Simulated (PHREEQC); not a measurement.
0.05 mol of Fluorite (CaF2) is brought to equilibrium with 1 kg of water holding 0.01 mol/kgw NaCl, at 25 °C, the pH being set by adding NaOH or HCl. Oxygen alone is held at its pressure in air (log pO2 = -0.68). The system is closed to CO2. Solids allowed: Fluorite. Others were left out.

The numbers come from PHREEQC with the ion-association model, wateq4f.dat.

```csv
pH,dissolved Ca (mol/kgw),dissolved F (mol/kgw),HF (mol/kgw)
3,0.000407,0.000815,0.000463
3.35,0.000314,0.000628,0.000234
3.7,0.000268,0.000537,0.000113
4.05,0.000247,0.000494,5.24e-5
4.4,0.000237,0.000474,2.39e-5
4.75,0.000232,0.000465,1.08e-5
5.1,0.000230,0.000461,4.83e-6
5.45,0.000229,0.000459,2.16e-6
5.8,0.000229,0.000458,9.66e-7
6.15,0.000229,0.000458,4.32e-7
6.5,0.000229,0.000457,1.93e-7
6.85,0.000229,0.000457,8.62e-8
7.2,0.000229,0.000457,3.85e-8
7.55,0.000229,0.000457,1.72e-8
7.9,0.000229,0.000457,7.68e-9
8.25,0.000229,0.000457,3.43e-9
8.6,0.000229,0.000457,1.53e-9
8.95,0.000229,0.000457,6.85e-10
9.3,0.000229,0.000457,3.06e-10
9.65,0.000229,0.000458,1.37e-10
10,0.000229,0.000458,6.11e-11
```
